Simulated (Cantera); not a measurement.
Charge: 1 mol Si3N4, 0.41 mol N2O, 41 mol H2, at 2248 K and 1.33 mbar.

Cantera equilibrium calculation (NASA polynomials, part measured and part estimated; ideal gas, pure solids and liquids). Candidate condensed phases: H2O, Si, SiO2, Si2N2O, Si3N4; 35 gas species. The tables' values for SiN are old estimates; treat these amounts as uncertain. Gases not in the tables: Si2H6 and higher silanes. Rates play no part.

Base state: H2 0.722, H 0.171, Si 0.0501, N2 0.0475, SiO 0.00808, SiH 0.000628, Si2 0.000101, SiN 6.14e-5 (mole fractions); condensed: gas only.

Q: What changes in the equilibrium state with this change: temperature from 2248 K to 1675 K?

A: 
| species | before | after |
|---|---|---|
| H2 | 0.722 | 0.932 |
| N2 | 0.0475 | 0.0549 |
| SiO | 0.00808 | 0.00934 |
| H | 0.171 | 0.00307 |
| Si | 0.0501 | 0.000326 |
| Si2 | 0.000101 | 1.27e-6 |
| SiN | 6.14e-5 | 1.83e-6 |
| SiH | 0.000628 | 1.93e-5 |
| SiH2 | 3.08e-5 | 1.05e-5 |
| Si(s), mol | 0 | 2.57 |
